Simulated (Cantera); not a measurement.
A perfectly stirred reactor is fed with NH3 : N2 = 1 : 0.36 (molar parts), at 0.133 bar; it is held at 1625 K, and followed from long to short residence time.

Cantera simulation using the gas-phase N/H chemistry of the illustrative SiF4/NH3 mechanism in the Surface Chemkin manual (1991); the numbers are that mechanism's predictions, not measurements. Walls and surfaces, which speed up NH3 decomposition in real reactors, are not modelled.

**Question.** What does this change do: pressure from 0.133 bar to 0.0620 bar?

**Answer.** 
```json
[
 {"quantity": "x(NH3) at τ = 9.30 s", "before": "0.467", "after": "0.534"},
 {"quantity": "x(NH2) at τ = 9.30 s", "before": "0.000101", "after": "0.000126"},
 {"quantity": "x(NH) at τ = 9.30 s", "before": "5.87e-7", "after": "7.80e-7"},
 {"quantity": "x(N) at τ = 9.30 s", "before": "2.03e-8", "after": "2.75e-8"},
 {"quantity": "x(H2) at τ = 9.30 s", "before": "0.232", "after": "0.174"},
 {"quantity": "x(NH3) at τ = 0.210 s", "before": "0.725", "after": "0.729"},
 {"quantity": "x(NH2) at τ = 0.210 s", "before": "0.000142", "after": "0.000162"},
 {"quantity": "x(NH) at τ = 0.210 s", "before": "4.38e-7", "after": "5.02e-7"},
 {"quantity": "x(N) at τ = 0.210 s", "before": "2.62e-9", "after": "2.05e-9"},
 {"quantity": "x(H2) at τ = 0.210 s", "before": "0.00862", "after": "0.00526"}
]
```

**Question.** What does this change do: pressure from 0.133 bar to 0.0180 bar?

**Answer.** 
```csv
quantity,before,after
x(NH3) at τ = 9.30 s,0.467,0.622
x(NH2) at τ = 9.30 s,0.000101,0.000174
x(NH) at τ = 9.30 s,5.87e-7,1.12e-6
x(N) at τ = 9.30 s,2.03e-8,3.68e-8
x(H2) at τ = 9.30 s,0.232,0.0974
x(NH3) at τ = 0.210 s,0.725,0.733
x(NH2) at τ = 0.210 s,0.000142,0.000177
x(NH) at τ = 0.210 s,4.38e-7,5.25e-7
x(N) at τ = 0.210 s,2.62e-9,9.53e-10
x(H2) at τ = 0.210 s,0.00862,0.00187
```
